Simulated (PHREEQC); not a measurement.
Make-up at 25 °C: 100 mmol/kgw FeSO4, 1.2 mmol/kgw NaHCO3 and 0.48 mmol/kgw Na2SO4. Closed to the air; pH follows from the charge balance.

All values are PHREEQC results (ion-association model, wateq4f.dat), not measurements.

Precipitation was switched off in this run.

Q: Order these S species by the share of S that they hold, largest first: FeSO4, NaSO4-, SO4-2.

A: SO4-2 (55 %), FeSO4 (45 %), NaSO4- (0.16 %)

The pH is 6.85 and the ionic strength 0.220 mol/kgw. Saturation is exceeded, for instance for Siderite; the values hold only as long as no solid forms.
